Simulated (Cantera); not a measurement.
Feed: 1 mol SiHCl3, 0.15 mol C2H4, 5.6 mol H2, at 120 Pa.

Method: chemical equilibrium by Gibbs-energy minimisation in Cantera with the NASA 1993 tables (ideal gas, pure condensed phases). Candidate condensed phases: C, C6H6, C7H8, C8H18, Si, SiC; 109 gas species. The tables' values for SiCl, SiCl3 are old estimates; treat these amounts as uncertain. Gases not in the tables: Si2H6 and higher silanes. The numbers say what is thermodynamically allowed, not how fast it happens. All values below are at 1625 °C.

Base state: H2 0.683, HCl 0.207, SiCl2 0.0797, H 0.0187, Si 0.00481, Cl 0.00426, SiCl 0.00208, SiCl3 0.000232 (mole fractions); condensed: SiC(s).

Problem. What changes in the equilibrium state with this change: C2H4 from 0.15 to 0.031 mol?

Solution. 
```
species        before     after
-----------  --------  --------
H2              0.683     0.694
HCl             0.207     0.165
SiCl2          0.0797     0.105
Si            0.00481    0.0101
H              0.0187    0.0188
Si3           1.91e-6   1.79e-5
Si2           1.80e-5   8.01e-5
SiH2          1.85e-5   3.95e-5
SiH          0.000120  0.000255
SiC(s), mol     0.299    0.0606
```
